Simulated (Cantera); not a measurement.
A Cantera script and what it prints.

```python
import numpy as np
import cantera as ct

gas_names = """
    CL CL2 H HCL H2 Si SiCL SiCL2 SiCL3 SiCL4 SiH SiHCL3 SiH2 SiH2CL2 SiH3 SiH3CL SiH4 Si2 Si3
""".split()
cond_names = """
    Si(cr) Si(L)
""".split()


def load(file, names, dense=False):
    # The tables refer to 1 bar. Condensed volumes are neglected.
    table = {s.name: s for s in ct.Species.list_from_file(file)}
    out = []
    for n in names:
        d = dict(table[n].input_data)
        d["thermo"] = dict(d["thermo"], **{"reference-pressure": 1e5})
        if dense:
            d["equation-of-state"] = {"model": "constant-volume", "density": "1e6 g/cm^3"}
        out.append(ct.Species.from_dict(d))
    return out


gas = ct.Solution(thermo="ideal-gas", species=load("nasa_gas.yaml", gas_names))
cond = {s.name: ct.Solution(thermo="fixed-stoichiometry", species=[s], name=s.name)
        for s in load("nasa_condensed.yaml", cond_names, dense=True)}
atoms = {
    'Si': {'Si': 1},
    'HCl': {'H': 1, 'CL': 1},
    'H2': {'H': 2},
}
top_T = {}  # K; cautious upper limits of use, not melting points


def equilibrate(T, P, feed):
    n = {}
    for name, mol in feed.items():
        for a, k in atoms[name].items():
            n[a] = n.get(a, 0.0) + k * mol
    gas.TPX = T, P, n
    mass = sum(n.values()) * gas.mean_molecular_weight
    gas.equilibrate("TP")
    valid = [c for c in cond.values() if c.min_temp <= T <= top_T.get(c.name, c.max_temp)]
    mix = ct.Mixture([(gas, mass / gas.mean_molecular_weight)] + [(c, 0.0) for c in valid])
    mix.T, mix.P = T, P
    mix.equilibrate("TP", solver="vcs", rtol=1e-11, max_steps=5000)
    return mix


results = []
feed = {'Si': 1, 'HCl': 0.59, 'H2': 9.8}  # mol
T = 1148  # K
for P in [10000, 26000, 67000, 170000, 450000, 1200000, 3000000]:
    mix = equilibrate(T, P, feed)
    results.append((T, P, feed, dict(zip(mix.species_names, mix.species_moles))))
    x = sorted(zip(gas.X, gas.species_names), reverse=True)
    print(f"T = {T:g} K  P = {P:g} Pa  gas = {mix.phase_moles(0):.4g} mol")
    print("   x: " + "  ".join(f"{s} {v:.3e}" for v, s in x if v > 0.0001))
    print("   condensed (mol): " + ("  ".join(f"{mix.phase(i).name} {mix.phase_moles(i):.4g}"
          for i in range(1, mix.n_phases) if mix.phase_moles(i) > 1e-12) or "none"))
```

Result:

```
T = 1148 K  P = 10000 Pa  gas = 10.32 mol
   x: H2 9.631e-01  HCL 2.772e-02  SiCL4 3.804e-03  SiHCL3 2.651e-03  SiCL2 1.751e-03  SiCL3 7.766e-04  SiH2CL2 2.314e-04
   condensed (mol): Si(cr) 0.9049
T = 1148 K  P = 26000 Pa  gas = 10.3 mol
   x: H2 9.667e-01  HCL 2.277e-02  SiCL4 4.467e-03  SiHCL3 3.804e-03  SiCL2 1.177e-03  SiCL3 6.900e-04  SiH2CL2 4.059e-04
   condensed (mol): Si(cr) 0.8913
T = 1148 K  P = 67000 Pa  gas = 10.28 mol
   x: H2 9.698e-01  HCL 1.832e-02  SiHCL3 5.092e-03  SiCL4 4.796e-03  SiCL2 7.595e-04  SiH2CL2 6.773e-04  SiCL3 5.744e-04
   condensed (mol): Si(cr) 0.8774
T = 1148 K  P = 170000 Pa  gas = 10.26 mol
   x: H2 9.722e-01  HCL 1.453e-02  SiHCL3 6.428e-03  SiCL4 4.789e-03  SiH2CL2 1.081e-03  SiCL2 4.765e-04  SiCL3 4.546e-04
   condensed (mol): Si(cr) 0.8637
T = 1148 K  P = 450000 Pa  gas = 10.24 mol
   x: H2 9.741e-01  HCL 1.121e-02  SiHCL3 7.799e-03  SiCL4 4.474e-03  SiH2CL2 1.703e-03  SiCL3 3.387e-04  SiCL2 2.831e-04  SiH3CL 1.002e-04
   condensed (mol): Si(cr) 0.8494
T = 1148 K  P = 1.2e+06 Pa  gas = 10.23 mol
   x: H2 9.754e-01  SiHCL3 9.025e-03  HCL 8.491e-03  SiCL4 3.916e-03  SiH2CL2 2.605e-03  SiCL3 2.399e-04  SiH3CL 2.026e-04  SiCL2 1.622e-04
   condensed (mol): Si(cr) 0.8347
T = 1148 K  P = 3e+06 Pa  gas = 10.21 mol
   x: H2 9.760e-01  SiHCL3 9.895e-03  HCL 6.452e-03  SiH2CL2 3.761e-03  SiCL4 3.261e-03  SiH3CL 3.851e-04  SiCL3 1.663e-04
   condensed (mol): Si(cr) 0.8205
```

Cantera equilibrium calculation (NASA polynomials, part measured and part estimated; ideal gas, pure solids and liquids). The tables' values for SiCl3 are old estimates; treat these amounts as uncertain. Gases not in the tables: Si2H6 and higher silanes.
